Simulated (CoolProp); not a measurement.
Vapour-liquid equilibrium of propane (1) + dimethyl ether (2) at -76.25 °C; x and y are mole fractions of (1).

Values from CoolProp's multi-fluid Helmholtz-energy mixture model, Lemmon 2009 and Wu 2011; pair parameters Bell 2016.

```json
[
 {"x": "0.05", "bubble pressure, mixture model (MPa)": "0.007152", "bubble pressure, Raoult's law (MPa)": "0.005930", "y, mixture model": "0.284", "y, Raoult's law": "0.140"},
 {"x": "0.125", "bubble pressure, mixture model (MPa)": "0.009232", "bubble pressure, Raoult's law (MPa)": "0.006775", "y, mixture model": "0.482", "y, Raoult's law": "0.307"},
 {"x": "0.2", "bubble pressure, mixture model (MPa)": "0.01078", "bubble pressure, Raoult's law (MPa)": "0.007621", "y, mixture model": "0.584", "y, Raoult's law": "0.437"},
 {"x": "0.275", "bubble pressure, mixture model (MPa)": "0.01195", "bubble pressure, Raoult's law (MPa)": "0.008467", "y, mixture model": "0.647", "y, Raoult's law": "0.541"},
 {"x": "0.35", "bubble pressure, mixture model (MPa)": "0.01285", "bubble pressure, Raoult's law (MPa)": "0.009313", "y, mixture model": "___", "y, Raoult's law": "0.626"},
 {"x": "0.425", "bubble pressure, mixture model (MPa)": "0.01357", "bubble pressure, Raoult's law (MPa)": "0.01016", "y, mixture model": "0.726", "y, Raoult's law": "0.696"},
 {"x": "0.5", "bubble pressure, mixture model (MPa)": "0.01416", "bubble pressure, Raoult's law (MPa)": "0.01100", "y, mixture model": "0.755", "y, Raoult's law": "0.756"},
 {"x": "0.575", "bubble pressure, mixture model (MPa)": "0.01467", "bubble pressure, Raoult's law (MPa)": "0.01185", "y, mixture model": "0.782", "y, Raoult's law": "0.808"},
 {"x": "0.65", "bubble pressure, mixture model (MPa)": "0.01513", "bubble pressure, Raoult's law (MPa)": "0.01270", "y, mixture model": "___", "y, Raoult's law": "0.852"},
 {"x": "0.725", "bubble pressure, mixture model (MPa)": "0.01554", "bubble pressure, Raoult's law (MPa)": "0.01354", "y, mixture model": "0.838", "y, Raoult's law": "0.891"},
 {"x": "0.8", "bubble pressure, mixture model (MPa)": "0.01592", "bubble pressure, Raoult's law (MPa)": "0.01439", "y, mixture model": "0.871", "y, Raoult's law": "0.925"},
 {"x": "0.875", "bubble pressure, mixture model (MPa)": "0.01626", "bubble pressure, Raoult's law (MPa)": "0.01523", "y, mixture model": "0.910", "y, Raoult's law": "0.956"},
 {"x": "0.95", "bubble pressure, mixture model (MPa)": "0.01653", "bubble pressure, Raoult's law (MPa)": "0.01608", "y, mixture model": "___", "y, Raoult's law": "0.983"}
]
```

Question: What belongs in the gaps?

Answer: 
- 0.35, y, mixture model: 0.692
- 0.65, y, mixture model: 0.809
- 0.95, y, mixture model: 0.959

The largest gap from Raoult's law is +41.5 % in bubble pressure, at x = 0.2. No azeotrope shows between x = 0.05 and 0.95.

Pair parameters are fitted to limited data, so mixtures are less certain than the pure fluids.
